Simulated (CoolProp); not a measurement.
Vapour-liquid equilibrium of carbon dioxide (1) + R143a (2) at 1120 kPa; x and y are mole fractions of (1).

Values from CoolProp's multi-fluid Helmholtz-energy mixture model, Span 1996 and Lemmon and Jacobsen 2000; pair parameters Bell 2016.

```json
[
 {"x": "0.05", "bubble temperature (K)": "288.5", "y at the bubble point": "0.145", "dew temperature at overall composition x (K)": "291.9", "liquid density (mol/L)": "11.78"},
 {"x": "0.125", "bubble temperature (K)": "280.7", "y at the bubble point": "0.344", "dew temperature at overall composition x (K)": "289.2", "liquid density (mol/L)": "12.56"},
 {"x": "0.2", "bubble temperature (K)": "273.2", "y at the bubble point": "0.508", "dew temperature at overall composition x (K)": "286.5", "liquid density (mol/L)": "13.36"},
 {"x": "0.275", "bubble temperature (K)": "266.4", "y at the bubble point": "0.633", "dew temperature at overall composition x (K)": "283.5", "liquid density (mol/L)": "14.19"},
 {"x": "0.35", "bubble temperature (K)": "260.6", "y at the bubble point": "0.724", "dew temperature at overall composition x (K)": "280.4", "liquid density (mol/L)": "15.03"},
 {"x": "0.425", "bubble temperature (K)": "255.8", "y at the bubble point": "0.790", "dew temperature at overall composition x (K)": "277.2", "liquid density (mol/L)": "15.89"},
 {"x": "0.5", "bubble temperature (K)": "251.7", "y at the bubble point": "0.838", "dew temperature at overall composition x (K)": "273.6", "liquid density (mol/L)": "16.79"},
 {"x": "0.575", "bubble temperature (K)": "248.4", "y at the bubble point": "0.875", "dew temperature at overall composition x (K)": "269.7", "liquid density (mol/L)": "17.73"},
 {"x": "0.65", "bubble temperature (K)": "245.6", "y at the bubble point": "0.903", "dew temperature at overall composition x (K)": "265.4", "liquid density (mol/L)": "18.74"},
 {"x": "0.725", "bubble temperature (K)": "243.2", "y at the bubble point": "0.927", "dew temperature at overall composition x (K)": "260.6", "liquid density (mol/L)": "19.84"},
 {"x": "0.8", "bubble temperature (K)": "241.1", "y at the bubble point": "0.948", "dew temperature at overall composition x (K)": "255.0", "liquid density (mol/L)": "21.05"},
 {"x": "0.875", "bubble temperature (K)": "239.2", "y at the bubble point": "0.967", "dew temperature at overall composition x (K)": "248.4", "liquid density (mol/L)": "22.41"},
 {"x": "0.95", "bubble temperature (K)": "237.3", "y at the bubble point": "0.986", "dew temperature at overall composition x (K)": "240.9", "liquid density (mol/L)": "23.95"}
]
```

No azeotrope shows between x = 0.05 and 0.95.

The pair parameters rest on a limited set of measurements; away from them the model extrapolates. The gap from Raoult's law changes sign with composition, which may be real or a fault of the pair parameters; it wasn't checked against measurements.
